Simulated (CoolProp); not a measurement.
Hexamethyldisiloxane (MM) at several states: fugacity coefficient from the reference equation and from simpler models built on Tc = 518.7 K, pc = 1931 kPa, ω = 0.418; each cubic takes its own stable root.

Model: reference Helmholtz-energy equation of state, Thol 2016, in CoolProp.

| T (K) | p (kPa) | phase | reference |
|---|---|---|---|
| 385 | 6010 | liquid | 0.03347 |
| 576.9 | 596 | gas | 0.9261 |
| 449.4 | 240 | gas | 0.9273 |
| 503 | 19 | gas | 0.9961 |

How far does each simpler model (Redlich-Kwong, Soave-Redlich-Kwong, Peng-Robinson) lie from the reference over these 4 states: mean and median of the absolute difference, and the worst?


- Redlich-Kwong: mean 24.3 %, median 0.6 %, worst +95.9 % at 385 K and 6010 kPa
- Soave-Redlich-Kwong: mean 1.3 %, median 0.5 %, worst +4.2 % at 385 K and 6010 kPa
- Peng-Robinson: mean 0.7 %, median 0.3 %, worst -2.1 % at 385 K and 6010 kPa
